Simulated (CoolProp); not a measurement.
A simple Rankine cycle with R123: condensing at 321.15 K, boiler at 1.09 MPa, turbine inlet 403.5 K, turbine efficiency 0.9, pump efficiency 0.7, no recuperator. Each further row changes one setting.

Model: reference Helmholtz-energy equation of state, Younglove 1994, in CoolProp. It is a modified Benedict-Webb-Rubin equation, recast in Helmholtz form.

```json
[
 {"case": "as stated", "thermal efficiency (%)": "12.7", "net work (kJ/kg)": "…", "heat in (kJ/kg)": "212", "turbine exit temperature (K)": "352.1", "volume ratio over the turbine": "5.56"},
 {"case": "turbine inlet 423.5 K", "thermal efficiency (%)": "12.7", "net work (kJ/kg)": "29.1", "heat in (kJ/kg)": "…", "turbine exit temperature (K)": "372.8", "volume ratio over the turbine": "…"},
 {"case": "condensing temperature 313.15 K", "thermal efficiency (%)": "14.1", "net work (kJ/kg)": "31.0", "heat in (kJ/kg)": "220", "turbine exit temperature (K)": "345.6", "volume ratio over the turbine": "7.13"},
 {"case": "boiler pressure 0.763 MPa", "thermal efficiency (%)": "…", "net work (kJ/kg)": "22.5", "heat in (kJ/kg)": "…", "turbine exit temperature (K)": "…", "volume ratio over the turbine": "3.77"},
 {"case": "turbine efficiency 0.8", "thermal efficiency (%)": "11.3", "net work (kJ/kg)": "23.8", "heat in (kJ/kg)": "212", "turbine exit temperature (K)": "356.2", "volume ratio over the turbine": "…"}
]
```

Question: Fill in the missing entries.

Answer: 
- as stated, net work (kJ/kg): 26.9
- turbine inlet 423.5 K, heat in (kJ/kg): 230
- turbine inlet 423.5 K, volume ratio over the turbine: 5.43
- boiler pressure 0.763 MPa, thermal efficiency (%): 10.4
- boiler pressure 0.763 MPa, heat in (kJ/kg): 217
- boiler pressure 0.763 MPa, turbine exit temperature (K): 364.8
- turbine efficiency 0.8, volume ratio over the turbine: 5.64
